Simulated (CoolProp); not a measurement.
C2F6 (R116) at 252.05 K and 0.0653 MPa is compressed adiabatically to 0.325 MPa with isentropic efficiency 0.7. Each further row changes one setting.

Computed with CoolProp (reference Helmholtz-energy equation of state, Lemmon 2006). It is a short technical equation, of lower accuracy than the large ones.

```
case             work (kJ/kg)  final temperature (K)  final density (kg/m³)
---------------  ------------  ---------------------  ---------------------
as stated                36.5                  303.5                   18.4
efficiency 1             25.6                  289.5                   19.4
efficiency 0.65          39.3                  307.0                   18.1
```
